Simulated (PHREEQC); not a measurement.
A solution holds 3.4 mmol/kgw HCl and 0.8 mmol/kgw NaHS, at 25 °C. Closed to the air; pH follows from the charge balance.

All values are PHREEQC results (ion-association model, wateq4f.dat), not measurements.

This is a speciation only: nothing precipitates in the calculation.

Q: Estimate the pH.

A: pH 2.61.

The polysulfide entries of wateq4f.dat were taken out for this run.
